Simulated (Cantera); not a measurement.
A Cantera script and what it prints.

```python
import numpy as np
import cantera as ct

gas_names = """
    C CN CO CO2 C2 CCN CNC C2N2 C2O C3 C3O2 C4 C4N2 C5 Fe FeC5O5 FeO N NCO NO NO2 NO3 N2 N2O O O2 O3
""".split()
cond_names = """
    C(gr) Fe(a) Fe(c) Fe(d) Fe(L) FeC5O5(L) FeO(s) FeO(L) Fe2O3(s) Fe3O4(s)
""".split()


# ... load() reads the species with a 1 bar reference pressure and builds the phases ...
atoms = {
    'Fe(CO)5': {'Fe': 1, 'C': 5, 'O': 5},
    'CO': {'C': 1, 'O': 1},
    'N2': {'N': 2},
}
top_T = {'C(gr)': 4500, 'Fe2O3(s)': 1830, 'Fe3O4(s)': 1870}  # K; cautious upper limits of use, not melting points


# ... equilibrate(T, P, feed) seeds the gas with the atoms and calls Mixture.equilibrate('TP', solver="vcs", rtol=1e-11, max_steps=5000) ...
results = []
T = 1323  # K
P = 10000  # Pa
for m in [4.8, 5.8, 7, 8.5, 10, 12, 15, 18, 22, 27, 32, 39, 47]:
    feed = {'Fe(CO)5': 1, 'CO': 0.87, 'N2': m}  # mol
    mix = equilibrate(T, P, feed)
    results.append((T, P, feed, dict(zip(mix.species_names, mix.species_moles))))

top = {s: max(r[3][s] / sum(r[3][g] for g in gas_names) for r in results) for s in gas_names}
cols = sorted((s for s in top if top[s] > 1e-06), key=lambda s: -top[s])[:8]
seen = [c for c in cond_names if any(r[3].get(c, 0) > 1e-12 for r in results)]
print("log10 of partial pressures in bar; condensed amounts in mol")
print(f"{'n(N2)':>10s}" + "".join(f"{s[:9]:>10s}" for s in cols + seen))
for T, P, feed, n in results:
    ng = sum(n[g] for g in gas_names)
    print(f"{feed['N2']:10.4g}" + "".join(f"{np.log10(max(n[s] / ng * P / 1e5, 1e-99)):10.3f}" for s in cols)
          + "".join(f"{n.get(c, 0):10.4g}" for c in seen))
```

It prints:

```
log10 of partial pressures in bar; condensed amounts in mol
     n(N2)        N2        CO       CO2     C(gr)     Fe(c)
       4.8    -1.347    -1.260    -4.923  0.001275         1
       5.8    -1.304    -1.299    -5.000  0.001166         1
         7    -1.264    -1.341    -5.085  0.001057         1
       8.5    -1.228    -1.389    -5.181 0.0009469         1
        10    -1.201    -1.432    -5.267 0.0008574         1
        12    -1.173    -1.484    -5.370 0.0007615         1
        15    -1.143    -1.551    -5.505 0.0006521         1
        18    -1.123    -1.609    -5.622 0.0005702         1
        22    -1.103    -1.677    -5.756 0.0004883         1
        27    -1.085    -1.748    -5.900 0.0004141         1
        32    -1.073    -1.810    -6.023 0.0003594         1
        39    -1.061    -1.883    -6.170 0.0003034         1
        47    -1.051    -1.955    -6.312 0.0002575         1
```

Cantera equilibrium calculation (NASA polynomials, part measured and part estimated; ideal gas, pure solids and liquids). Condensed phases not in the tables: cementite and carbon dissolved in iron.
